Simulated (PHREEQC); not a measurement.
Solution (25 °C): 0.0079 mol CuCl2 and 0.00012 mol H2SO4 per kg of water. Closed to the air; pH follows from the charge balance.

Computed with PHREEQC (ion-association model, wateq4f.dat).

### Question
The ionic strength comes out as 0.0235 mol/kgw. What activity coefficients do Cu+2, H+, SO4-2, Cl-, HSO4- get?

### Answer
Cu+2 0.58, H+ 0.88, SO4-2 0.56, Cl- 0.86, HSO4- 0.86.

Precipitation was switched off in this run. Complexes and solids missing from the database can't appear.
